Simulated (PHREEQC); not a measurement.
Alkaline etch or developer: an equilibrium model

Make-up at 25 °C: 0.25 mol LiOH and 1.1e-06 mol H4SiO4 per kg of water. Closed to the air; pH follows from the charge balance.

All values are PHREEQC results (Pitzer model, pitzer.dat), not measurements.

No solid was allowed to form.

Q: Predict the pH, osmotic coefficient, specific conductance.

A: pH 13.20; osmotic coefficient 0.894; specific conductance 45600 µS/cm.

Q: In which forms is Si present?

A: H2SiO4-2 83 %, H3SiO4- 17 % of the Si.
